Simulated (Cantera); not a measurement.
Input (Python, Cantera) and output of one run.

```python
import numpy as np
import cantera as ct

gas_names = """
    CL CL2 H HCL H2 Si SiCL SiCL2 SiCL3 SiCL4 SiH SiHCL3 SiH2 SiH2CL2 SiH3 SiH3CL SiH4 Si2 Si3
""".split()
cond_names = """
    Si(cr) Si(L)
""".split()


# ... load() reads the species with a 1 bar reference pressure and builds the phases ...
atoms = {
    'SiCl4': {'Si': 1, 'CL': 4},
    'H2': {'H': 2},
}
top_T = {}  # K; cautious upper limits of use, not melting points


# ... equilibrate(T, P, feed) seeds the gas with the atoms and calls Mixture.equilibrate('TP', solver="vcs", rtol=1e-11, max_steps=5000) ...
results = []
feed = {'SiCl4': 1, 'H2': 8.2}  # mol
P = 10000  # Pa
for T in [1450, 1550, 1650, 1750, 1850, 1950, 2050]:
    mix = equilibrate(T, P, feed)
    results.append((T, P, feed, dict(zip(mix.species_names, mix.species_moles))))

top = {s: max(r[3][s] / sum(r[3][g] for g in gas_names) for r in results) for s in gas_names}
cols = sorted((s for s in top if top[s] > 0.001), key=lambda s: -top[s])[:6]
seen = [c for c in cond_names if any(r[3].get(c, 0) > 1e-12 for r in results)]
print("log10 of partial pressures in bar; condensed amounts in mol")
print(f"{'T/K':>10s}" + "".join(f"{s[:9]:>10s}" for s in cols + seen))
for T, P, feed, n in results:
    ng = sum(n[g] for g in gas_names)
    print(f"{T:10.4g}" + "".join(f"{np.log10(max(n[s] / ng * P / 1e5, 1e-99)):10.3f}" for s in cols)
          + "".join(f"{n.get(c, 0):10.4g}" for c in seen))
```

It prints:

```
log10 of partial pressures in bar; condensed amounts in mol
       T/K        H2       HCL     SiCL2     SiCL3     SiCL4         H
      1450    -1.131    -1.795    -2.152    -2.841    -2.967    -5.590
      1550    -1.142    -1.746    -2.078    -2.992    -3.462    -5.073
      1650    -1.147    -1.727    -2.045    -3.182    -3.977    -4.615
      1750    -1.149    -1.718    -2.030    -3.373    -4.465    -4.208
      1850    -1.151    -1.714    -2.023    -3.552    -4.913    -3.844
      1950    -1.152    -1.712    -2.021    -3.717    -5.319    -3.517
      2050    -1.155    -1.710    -2.025    -3.870    -5.687    -3.222
```

Cantera equilibrium calculation (NASA polynomials, part measured and part estimated; ideal gas, pure solids and liquids). The tables' values for SiCl3, SiCl are old estimates; treat these amounts as uncertain. Gases not in the tables: Si2H6 and higher silanes.
